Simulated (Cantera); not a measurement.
What does this Cantera script print?

```python
import numpy as np
import cantera as ct

gas = ct.Solution("SiF4_NH3_mec.yaml", "gas")
gas.TPX = 1600, 120000, {'NH3': 1, 'N2': 1.7}
reactor = ct.IdealGasConstPressureReactor(gas, energy="off", clone=False)
net = ct.ReactorNet([reactor])
net.rtol, net.atol = 1e-08, 1e-18
show = ['NH3', 'NH', 'N2H4', 'N2H2', 'N']
times = np.geomspace(0.0004, 30, 10)

steps = ct.SolutionArray(gas, extra=["t"])
rows = []
print(f"{'t/s':>10s}{'T/K':>9s}{'P/Pa':>11s}" + "".join(f"{s:>11s}" for s in show))
for t in times:
    while net.time < t:
        t_next = net.step()
        steps.append(gas.state, t=t_next)
    rows.append([np.interp(t, steps.t, y) for y in (steps.T, steps.P, *steps(*show).X.T)])
    print(f"{t:10.3e}{rows[-1][0]:9.1f}{rows[-1][1]:11.4g}" + "".join(f"{x:11.3e}" for x in rows[-1][2:]))
rate = np.gradient(steps.T, steps.t)
print("integrator steps:", len(steps.t))
if steps.T.max() > steps.T[0] + 200:
    print(f"time of steepest temperature rise: {steps.t[rate.argmax()]:.4e} s")
gas.TPX = 1600, 120000, {'NH3': 1, 'N2': 1.7}
gas.equilibrate("TP")
print(f"equilibrium (TP): T = {gas.T:.1f} K  " + "  ".join(f"{s} {gas[s].X[0]:.3e}" for s in show))
```

It prints:

```
       t/s      T/K       P/Pa        NH3         NH       N2H4       N2H2          N
 4.000e-04   1600.0    1.2e+05  3.704e-01  1.405e-08  8.119e-09  1.093e-08  4.662e-12
 1.392e-03   1600.0    1.2e+05  3.703e-01  9.658e-08  7.373e-08  1.112e-07  3.348e-11
 4.846e-03   1600.0    1.2e+05  3.701e-01  1.669e-07  1.483e-07  2.313e-07  1.261e-10
 1.687e-02   1600.0    1.2e+05  3.692e-01  1.750e-07  1.471e-07  2.316e-07  3.764e-10
 5.872e-02   1600.0    1.2e+05  3.662e-01  1.951e-07  1.410e-07  2.277e-07  1.222e-09
 2.044e-01   1600.0    1.2e+05  3.562e-01  2.297e-07  1.271e-07  2.147e-07  3.459e-09
 7.114e-01   1600.0    1.2e+05  3.253e-01  2.487e-07  1.019e-07  1.776e-07  6.306e-09
 2.476e+00   1600.0    1.2e+05  2.504e-01  2.143e-07  6.099e-08  1.044e-07  6.835e-09
 8.619e+00   1600.0    1.2e+05  1.396e-01  1.319e-07  2.019e-08  3.284e-08  4.682e-09
 3.000e+01   1600.0    1.2e+05  5.485e-02  5.628e-08  3.344e-09  5.238e-09  2.119e-09
integrator steps: 1267
equilibrium (TP): T = 1600.0 K  NH3 1.101e-05  NH 1.200e-11  N2H4 1.429e-16  N2H2 3.756e-14  N 4.691e-13
```

Cantera simulation using the gas-phase N/H chemistry of the illustrative SiF4/NH3 mechanism in the Surface Chemkin manual (1991); the numbers are that mechanism's predictions, not measurements. Walls and surfaces, which speed up NH3 decomposition in real reactors, are not modelled.
